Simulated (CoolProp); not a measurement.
Propane along the isobar 990 kPa: fugacity coefficient from the reference equation and from simpler models built on Tc = 96.7 °C, pc = 4251 kPa, ω = 0.152; each cubic takes its own stable root.

The numbers come from the reference Helmholtz-energy equation of state, Lemmon 2009 in CoolProp.

```
T (°C)    phase  reference
-------  ------  ---------
-170.95  liquid   5.122e-8
-148.95  liquid   6.993e-6
-126.95  liquid  0.0001902
-104.95  liquid   0.001983
-82.85   liquid    0.01128
-60.85   liquid    0.04206
-38.85   liquid     0.1172
-16.85   liquid     0.2640
5.15     liquid     0.5065
49.15       gas     0.8788
```

Q: How far does each simpler model (van der Waals, Peng-Robinson) lie from the reference over these 10 states: mean and median of the absolute difference, and the worst?

A: 
- van der Waals: mean 123830.4 %, median 880.8 %, worst +1151208.1 % at -170.95 °C and 990 kPa
- Peng-Robinson: mean 11.5 %, median 2.2 %, worst +59.1 % at -170.95 °C and 990 kPa

At some of these states van der Waals gives the other phase, because its saturation line lies elsewhere.
